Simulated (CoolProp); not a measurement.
c-C4F8 (RC318) along the isobar 1.46 MPa: Z from the reference equation and from simpler models built on Tc = 388.4 K, pc = 2.778 MPa, ω = 0.355; each cubic takes its own stable root.

Values from CoolProp's reference Helmholtz-energy equation of state, Platzer 1990. This equation is an older, rougher fit.

```json
[
 {"T (K)": "363.1", "phase": "gas", "reference": "0.7103"},
 {"T (K)": "378.3", "phase": "gas", "reference": "0.7672"},
 {"T (K)": "393.5", "phase": "gas", "reference": "0.8070"},
 {"T (K)": "408.7", "phase": "gas", "reference": "0.8371"},
 {"T (K)": "423.9", "phase": "gas", "reference": "0.8609"},
 {"T (K)": "439.1", "phase": "gas", "reference": "0.8802"},
 {"T (K)": "454.4", "phase": "gas", "reference": "0.8963"},
 {"T (K)": "469.6", "phase": "gas", "reference": "0.9098"},
 {"T (K)": "484.8", "phase": "gas", "reference": "0.9213"},
 {"T (K)": "500", "phase": "gas", "reference": "0.9313"}
]
```

Task: How far does each simpler model (van der Waals, Redlich-Kwong) lie from the reference over these 10 states: mean and median of the absolute difference, and the worst?

Result: 
- van der Waals: mean 2.3 %, median 1.7 %, worst +8.6 % at 363.1 K and 1.46 MPa
- Redlich-Kwong: mean 1.5 %, median 1.6 %, worst +2.8 % at 363.1 K and 1.46 MPa
